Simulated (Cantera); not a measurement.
A freely propagating, adiabatic, planar premixed flame of H₂ : O₂ : N₂ = 1 : 0.263 : 0.989 (molar parts), unburnt at 723 K and 1.40 bar; mixture-averaged transport, grid criteria slope 0.08 and curve 0.16, no radiation.

Detailed kinetics in Cantera: the H2/O2 subset of GRI-Mech 3.0, which has no nitrogen chemistry. Burning velocities carry a grid error of a few per cent, more on coarse grids.

How do the results move with these cheaper or finer settings: unity-Lewis-number transport; multicomponent transport; multicomponent+Soret transport; grid criteria slope 0.5, curve 1; grid criteria slope 0.25, curve 0.5; grid criteria slope 0.03, curve 0.06?


```
setting                               laminar burning velocity  thermal thickness  peak x(O)  peak x(HO₂)  grid points
------------------------------------  ------------------------  -----------------  ---------  -----------  -----------
as above                                             1300 cm/s           0.318 mm    0.00530     0.000242          133
unity-Lewis-number transport                          814 cm/s           0.271 mm    0.00402     0.000208          120
multicomponent transport                             1270 cm/s           0.319 mm    0.00518     0.000242          133
multicomponent+Soret transport                       1240 cm/s           0.314 mm    0.00518     0.000243          133
grid criteria slope 0.5, curve 1                     1820 cm/s           0.519 mm    0.00454     0.000226           51
grid criteria slope 0.25, curve 0.5                  1420 cm/s           0.368 mm    0.00513     0.000239           73
grid criteria slope 0.03, curve 0.06                 1280 cm/s           0.306 mm    0.00540     0.000245          309
```
The base run took very roughly 1.0 core-seconds.
Unity Lewis numbers drop preferential diffusion, which matters most where H2 and H carry the flame; Soret adds thermal diffusion.
